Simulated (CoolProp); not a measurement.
Saturation properties of octamethyltrisiloxane (MDM) (Tc = 292.2 °C, pc = 1438 kPa, ω = 0.528).

Computed with CoolProp (reference Helmholtz-energy equation of state, Thol 2017).

```json
[
 {"T (°C)": "172.15", "p (kPa)": "164.8", "vapour density (kg/m³)": "11.77", "liquid cp (kJ/(kg K))": "2.169", "surface tension (mN/m)": "5.09"},
 {"T (°C)": "176.95", "p (kPa)": "184.2", "vapour density (kg/m³)": "13.14", "liquid cp (kJ/(kg K))": "2.184", "surface tension (mN/m)": "4.80"},
 {"T (°C)": "181.65", "p (kPa)": "204.7", "vapour density (kg/m³)": "14.61", "liquid cp (kJ/(kg K))": "2.199", "surface tension (mN/m)": "4.51"},
 {"T (°C)": "186.35", "p (kPa)": "227.0", "vapour density (kg/m³)": "16.20", "liquid cp (kJ/(kg K))": "2.214", "surface tension (mN/m)": "4.23"},
 {"T (°C)": "191.15", "p (kPa)": "251.6", "vapour density (kg/m³)": "17.99", "liquid cp (kJ/(kg K))": "2.229", "surface tension (mN/m)": "3.95"},
 {"T (°C)": "195.85", "p (kPa)": "277.6", "vapour density (kg/m³)": "19.89", "liquid cp (kJ/(kg K))": "2.245", "surface tension (mN/m)": "3.68"},
 {"T (°C)": "200.55", "p (kPa)": "305.5", "vapour density (kg/m³)": "21.97", "liquid cp (kJ/(kg K))": "2.262", "surface tension (mN/m)": "3.41"},
 {"T (°C)": "205.35", "p (kPa)": "336.2", "vapour density (kg/m³)": "24.28", "liquid cp (kJ/(kg K))": "2.279", "surface tension (mN/m)": "3.15"},
 {"T (°C)": "210.05", "p (kPa)": "368.5", "vapour density (kg/m³)": "26.76", "liquid cp (kJ/(kg K))": "2.297", "surface tension (mN/m)": "2.90"},
 {"T (°C)": "214.75", "p (kPa)": "403.1", "vapour density (kg/m³)": "29.46", "liquid cp (kJ/(kg K))": "2.316", "surface tension (mN/m)": "2.66"},
 {"T (°C)": "219.55", "p (kPa)": "440.9", "vapour density (kg/m³)": "32.48", "liquid cp (kJ/(kg K))": "2.336", "surface tension (mN/m)": "2.42"}
]
```

It boils at 152.5 °C under 1 atm.

Surface tension comes from a separate correlation (Mulero 2014), older than this fluid's equation and unchecked against measurements.
